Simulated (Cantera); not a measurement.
A perfectly stirred reactor is fed with 0.477 % CH2O, 2.14 % O2, 97.4 % N2, at 1.00 bar; it is held at 1550 K, and followed from long to short residence time.

Detailed kinetics in Cantera: GRI-Mech 3.0 (53 species, 325 reactions).

x: mole fraction; the columns are a selection and need not sum to one.

```json
[
 {"τ (s)": "1.5", "x CH2O": "2.60e-7", "x O2": "0.0166", "x CH2": "<1e-12", "x C2H6": "<1e-12", "x NO2": "1.51e-8"},
 {"τ (s)": "0.50", "x CH2O": "?", "x O2": "0.0166", "x CH2": "<1e-12", "x C2H6": "<1e-12", "x NO2": "?"},
 {"τ (s)": "0.17", "x CH2O": "1.01e-6", "x O2": "0.0166", "x CH2": "<1e-12", "x C2H6": "<1e-12", "x NO2": "1.03e-8"},
 {"τ (s)": "0.056", "x CH2O": "1.92e-6", "x O2": "0.0167", "x CH2": "<1e-12", "x C2H6": "<1e-12", "x NO2": "6.12e-9"},
 {"τ (s)": "0.019", "x CH2O": "3.49e-6", "x O2": "0.0167", "x CH2": "<1e-12", "x C2H6": "<1e-12", "x NO2": "3.28e-9"},
 {"τ (s)": "0.0064", "x CH2O": "6.36e-6", "x O2": "0.0168", "x CH2": "<1e-12", "x C2H6": "<1e-12", "x NO2": "1.74e-9"},
 {"τ (s)": "0.0022", "x CH2O": "?", "x O2": "0.0171", "x CH2": "2.60e-12", "x C2H6": "<1e-12", "x NO2": "9.38e-10"},
 {"τ (s)": "0.00073", "x CH2O": "2.87e-5", "x O2": "0.0175", "x CH2": "1.15e-11", "x C2H6": "<1e-12", "x NO2": "4.13e-10"},
 {"τ (s)": "0.00024", "x CH2O": "9.00e-5", "x O2": "0.0182", "x CH2": "4.01e-11", "x C2H6": "<1e-12", "x NO2": "1.35e-10"}
]
```

Fill in the missing entries.


- 0.50, x CH2O: 5.24e-7
- 0.50, x NO2: 1.38e-8
- 0.0022, x CH2O: 1.22e-5
